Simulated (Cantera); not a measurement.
A closed system holds: 1 mol TEOS, 0.14 mol O2, 14 mol H2, 1.1 mol NO, at 1750 °C and 15000 Pa.

Equilibrium computed with Cantera from the NASA thermochemical tables; the gas is ideal and each condensed phase is pure. The feed counts by its element totals alone. The numbers say what is thermodynamically allowed, not how fast it happens.

```csv
species,before,after
H2,0.796,0.768
CH4,3.80e-5,0.0825
H2O,2.27e-6,0.0679
CO,0.178,0.0445
CO2,1.08e-7,0.0142
N2,0.0173,0.0229
SiO,0.00174,<1e-9
H,0.00438,<1e-9
C2H2 (acetylene),0.000712,<1e-9
HNC,0.000112,<1e-9
HCN,0.00190,2.18e-8
Si,2.27e-5,<1e-9
NH3,2.71e-7,3.64e-5
"C(graphite), mol",1.62,4.61
"SiC(s), mol",0.947,0
"SiO2(α-quartz), mol",0,1.00
```
Gas species are given as mole fractions.

Question: Which change was made?
(A) NO from 1.1 to 0.11 mol
(B) temperature from 1750 °C to 1175 °C
(C) NO from 1.1 to 6.3 mol
(D) temperature from 1750 °C to 550 °C

Answer: D, temperature from 1750 °C to 550 °C
